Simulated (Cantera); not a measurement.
A closed system holds: 1 mol MgSO4, 6.4 mol CO2, 0.013 mol H2O, held at 1873.15 K and 24.0 mbar.

Cantera equilibrium calculation (NASA polynomials, part measured and part estimated; ideal gas, pure solids and liquids). Candidate condensed phases: C, C6H6, C7H8, C8H18, H2O, H2SO4, Mg, MgCO3, MgO, Mg(OH)2, MgS, MgSO4, S; 130 gas species. Kinetics and transport are ignored.

Base state: CO2 0.797, SO2 0.126, O2 0.0669, CO 0.00847, H2O 0.00150, O 0.000395, OH 0.000247, SO 0.000136 (mole fractions); condensed: MgO(s).

Q: What changes in the equilibrium state with this change: temperature from 1873.15 K to 1148 K?

A: 
| species | before | after |
|---|---|---|
| CO2 | 0.797 | 0.810 |
| SO2 | 0.126 | 0.125 |
| O2 | 0.0669 | 0.0623 |
| CO | 0.00847 | 1.02e-7 |
| SO | 0.000136 | <1e-9 |
| O | 0.000395 | 1.28e-8 |
| MgO(s), mol | 1.000 | 1.00 |
